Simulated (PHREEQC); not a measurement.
Alkaline etch or developer: speciation

Dissolve 10 mmol/kgw KOH and 9.4 mmol/kgw H3BO3 at 25 °C. Closed to the air; pH follows from the charge balance.

The numbers come from PHREEQC with the ion-association model, phreeqc.dat.

Each row changes one thing in this solution. No solid was allowed to form.

| case | pH | ionic strength (mol/kgw) | H3BO3 (mol/kgw) |
|---|---|---|---|
| as made | 10.85 | 0.0100 | 0.000202 |
| diluted 100-fold with water | ? | ? | ? |
| 0.00012 mol/kgw NH4HF2 added | 10.74 | 0.0100 | ? |
| H3BO3 from 0.0094 to 0.0188 mol/kgw | 9.25 | 0.0100 | ? |

Q: What belongs in the gaps?

A: 
- diluted 100-fold with water, pH: 9.55
- diluted 100-fold with water, ionic strength (mol/kgw): 0.000100
- diluted 100-fold with water, H3BO3 (mol/kgw): 3.05e-5
- 0.00012 mol/kgw NH4HF2 added, H3BO3 (mol/kgw): 0.000258
- H3BO3 from 0.0094 to 0.0188 mol/kgw, H3BO3 (mol/kgw): 0.00882

Real BF4- forms and hydrolyses slowly; the run takes it at equilibrium.
